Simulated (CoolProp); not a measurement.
Vapour-liquid equilibrium of cyclohexane (1) + n-nonane (2) at 73.65 °C; x and y are mole fractions of (1).

Computed with CoolProp (multi-fluid Helmholtz-energy mixture model, Zhou 2014 and Lemmon 2006; pair parameters Bell 2016).

| x | bubble pressure, mixture model (kPa) | bubble pressure, Raoult's law (kPa) | y, mixture model | y, Raoult's law |
|---|---|---|---|---|
| 0.05 | 11.42 | 11.12 | 0.380 | 0.367 |
| 0.15 | 18.82 | 18.53 | 0.659 | 0.660 |
| 0.25 | 25.79 | 25.94 | 0.777 | 0.786 |
| 0.35 | 32.66 | 33.35 | 0.845 | 0.856 |
| 0.45 | 39.63 | 40.76 | 0.891 | 0.900 |
| 0.55 | 46.82 | 48.18 | 0.924 | 0.931 |
| 0.65 | 54.27 | 55.59 | 0.949 | 0.953 |
| 0.75 | 61.96 | 63.00 | 0.968 | 0.971 |
| 0.85 | 69.80 | 70.41 | 0.983 | 0.984 |
| 0.95 | 77.65 | 77.82 | 0.995 | 0.995 |

The largest gap from Raoult's law is -2.8 % in bubble pressure, at x = 0.55. No azeotrope shows between x = 0.05 and 0.95.

Pair parameters are fitted to limited data, so mixtures are less certain than the pure fluids. The gap from Raoult's law changes sign with composition, which may be real or a fault of the pair parameters; it wasn't checked against measurements.
